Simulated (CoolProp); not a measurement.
Values from CoolProp's reference Helmholtz-energy equation of state, Akasaka 2020.

Task: For R1123, give the phase and the Joule-Thomson coefficient (K/MPa) at 206.85 °C and 63.2 kPa; 206.85 °C and 227 kPa; 206.85 °C and 817 kPa.

Result: 
- 206.85 °C and 63.2 kPa: gas; Joule-Thomson coefficient 3.86
- 206.85 °C and 227 kPa: gas; Joule-Thomson coefficient 3.86
- 206.85 °C and 817 kPa: gas; Joule-Thomson coefficient 3.86
